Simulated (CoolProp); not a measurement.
A simple Rankine cycle with neopentane: condensing at 313.15 K, boiler at 2.81 MPa, turbine inlet 549 K, turbine efficiency 0.9, pump efficiency 0.8, no recuperator. Each further row changes one setting.

Values from CoolProp's reference Helmholtz-energy equation of state, Lemmon 2006. It is a short technical equation, of lower accuracy than the large ones.

```json
[
 {"case": "as stated", "thermal efficiency (%)": "___", "net work (kJ/kg)": "112", "heat in (kJ/kg)": "803", "turbine exit temperature (K)": "493.9", "volume ratio over the turbine": "___"},
 {"case": "condensing temperature 305.15 K", "thermal efficiency (%)": "15.1", "net work (kJ/kg)": "___", "heat in (kJ/kg)": "___", "turbine exit temperature (K)": "489.1", "volume ratio over the turbine": "___"},
 {"case": "boiler pressure 1.97 MPa", "thermal efficiency (%)": "12.1", "net work (kJ/kg)": "99.0", "heat in (kJ/kg)": "___", "turbine exit temperature (K)": "503.8", "volume ratio over the turbine": "7.30"},
 {"case": "turbine efficiency 0.8", "thermal efficiency (%)": "___", "net work (kJ/kg)": "99.2", "heat in (kJ/kg)": "803", "turbine exit temperature (K)": "499.0", "volume ratio over the turbine": "10.8"}
]
```

**Question.** What belongs in the gaps?

**Answer.** 
- as stated, thermal efficiency (%): 14.0
- as stated, volume ratio over the turbine: 10.7
- condensing temperature 305.15 K, net work (kJ/kg): 124
- condensing temperature 305.15 K, heat in (kJ/kg): 822
- condensing temperature 305.15 K, volume ratio over the turbine: 13.5
- boiler pressure 1.97 MPa, heat in (kJ/kg): 815
- turbine efficiency 0.8, thermal efficiency (%): 12.4
